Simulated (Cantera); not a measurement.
A Cantera script and its output.

```python
import numpy as np
import cantera as ct

gas = ct.Solution("h2o2.yaml")
gas.TPX = 1350, 101325, {'H2': 1, 'O2': 1.35, 'N2': 5.08, 'H2O': 0.019}
reactor = ct.IdealGasConstPressureReactor(gas, energy="on", clone=False)
net = ct.ReactorNet([reactor])
net.rtol, net.atol = 1e-08, 1e-16
show = ['H2', 'O2', 'H2O2', 'O', 'OH']
times = np.geomspace(7e-06, 0.8, 12)

steps = ct.SolutionArray(gas, extra=["t"])
rows = []
print(f"{'t/s':>10s}{'T/K':>9s}{'P/Pa':>11s}" + "".join(f"{s:>11s}" for s in show))
for t in times:
    while net.time < t:
        t_next = net.step()
        steps.append(gas.state, t=t_next)
    rows.append([np.interp(t, steps.t, y) for y in (steps.T, steps.P, *steps(*show).X.T)])
    print(f"{t:10.3e}{rows[-1][0]:9.1f}{rows[-1][1]:11.4g}" + "".join(f"{x:11.3e}" for x in rows[-1][2:]))
rate = np.gradient(steps.T, steps.t)
print("integrator steps:", len(steps.t))
if steps.T.max() > steps.T[0] + 200:
    print(f"time of steepest temperature rise: {steps.t[rate.argmax()]:.4e} s")
gas.TPX = 1350, 101325, {'H2': 1, 'O2': 1.35, 'N2': 5.08, 'H2O': 0.019}
gas.equilibrate("HP")
print(f"equilibrium (HP): T = {gas.T:.1f} K  " + "  ".join(f"{s} {gas[s].X[0]:.3e}" for s in show))
```

Result:

```
       t/s      T/K       P/Pa         H2         O2       H2O2          O         OH
 7.000e-06   1350.0  1.013e+05  1.342e-01  1.812e-01  1.760e-09  5.080e-07  3.614e-07
 2.018e-05   1359.2  1.013e+05  1.232e-01  1.759e-01  8.973e-07  1.688e-03  1.256e-03
 5.817e-05   1943.4  1.013e+05  8.209e-03  1.134e-01  5.073e-07  1.763e-02  1.597e-02
 1.677e-04   2173.0  1.013e+05  2.830e-03  1.172e-01  2.023e-07  5.754e-03  1.217e-02
 4.835e-04   2248.7  1.013e+05  8.370e-04  1.198e-01  1.822e-07  1.682e-03  7.188e-03
 1.394e-03   2256.1  1.013e+05  6.597e-04  1.201e-01  1.960e-07  1.326e-03  6.441e-03
 4.018e-03   2256.1  1.013e+05  6.594e-04  1.201e-01  1.961e-07  1.326e-03  6.440e-03
 1.158e-02   2256.1  1.013e+05  6.594e-04  1.201e-01  1.961e-07  1.326e-03  6.440e-03
 3.339e-02   2256.1  1.013e+05  6.594e-04  1.201e-01  1.961e-07  1.326e-03  6.440e-03
 9.626e-02   2256.1  1.013e+05  6.594e-04  1.201e-01  1.961e-07  1.326e-03  6.440e-03
 2.775e-01   2256.1  1.013e+05  6.594e-04  1.201e-01  1.961e-07  1.326e-03  6.440e-03
 8.000e-01   2256.1  1.013e+05  6.594e-04  1.201e-01  1.961e-07  1.326e-03  6.440e-03
integrator steps: 1154
time of steepest temperature rise: 2.5555e-05 s
equilibrium (HP): T = 2256.1 K  H2 6.594e-04  O2 1.201e-01  H2O2 1.961e-07  O 1.326e-03  OH 6.440e-03
```

Detailed kinetics in Cantera: the H2/O2 subset of GRI-Mech 3.0, which has no nitrogen chemistry.
